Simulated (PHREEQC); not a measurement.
Synthetic water in mmol/kgw, 25 °C, pH 2.9:

| constituent | mmol/kgw |
|---|---|
| Na | 102 |
| K | 15.4 |
| Ca | 3.85 |
| Mg | 1.59 |
| Cl | 16.6 |
| S(6) | 55.1 |

Valence states are taken as typed.

All values are PHREEQC results (Pitzer model, pitzer.dat), not measurements.

ionic strength: 0.186 mol/kgw
specific conductance: 12300 µS/cm
density: 1.005 g/cm³
osmotic coefficient: 0.824
total alkalinity: -4.03 meq/kg
charge-balance error: 2.2 %

| species | molality | activity | log γ |
|---|---|---|---|
| Na+ | 0.102 | 0.0729 | -0.146 |
| SO4-2 | 0.0529 | 0.0133 | -0.601 |
| Cl- | 0.0166 | 0.0120 | -0.141 |
| K+ | 0.0154 | 0.0108 | -0.153 |
| Ca+2 | 0.00385 | 0.000649 | -0.773 |
| HSO4- | 0.00219 | 0.00159 | -0.138 |
| H+ | 0.00184 | 0.00126 | -0.165 |
| Mg+2 | 0.00159 | 0.000332 | -0.680 |

This is a speciation only: nothing precipitates in the calculation.
